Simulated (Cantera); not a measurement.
An isothermal, constant-pressure homogeneous reactor starts with H₂ : O₂ : N₂ = 1.7 : 1 : 6.8 (molar parts), equivalence ratio 0.85, at 848 K and 13000 Pa.

Detailed kinetics in Cantera: the H2/O2 subset of GRI-Mech 3.0, which has no nitrogen chemistry. Radical loss at walls, strong at low pressure, is not modelled. Below about 950 K walls govern HO2 and H2O2 in real vessels. The temperature is held fixed by assumption; the heat of reaction is taken as removed at once.

x: mole fraction; the columns are a selection and need not sum to one.

```
t (s)         x H₂    x O₂       x H     x HO₂       x O
--------  --------  ------  --------  --------  --------
0.000500     0.179   0.105  9.38e-12  1.11e-11    <1e-12
0.00162      0.179   0.105  1.21e-10  1.45e-10  1.01e-11
0.00522      0.179   0.105   1.19e-7   1.42e-7   1.00e-8
0.0169           ?       ?         ?         ?         ?
0.0545     0.00852  0.0215   2.41e-5   7.33e-6   6.99e-6
0.176      0.00683  0.0207   5.30e-7   6.18e-6   1.89e-7
0.568      0.00677  0.0207   5.13e-8   3.51e-6   1.87e-8
1.84       0.00651  0.0205   1.28e-7   4.68e-6   4.60e-8
5.93       0.00521  0.0199   1.33e-7   4.64e-6   5.41e-8
19.2       0.00258  0.0186   6.71e-8   3.57e-6   4.00e-8
61.9      0.000355  0.0175   8.82e-9   1.49e-6   1.14e-8
200              ?  0.0174  1.44e-10         ?  2.76e-10
```

Q: Some entries are withheld; supply them.

A: 
- 0.0169, x H₂: 0.0219
- 0.0169, x O₂: 0.0282
- 0.0169, x H: 0.000870
- 0.0169, x HO₂: 9.75e-6
- 0.0169, x O: 0.000111
- 200, x H₂: 2.28e-5
- 200, x HO₂: 1.95e-7
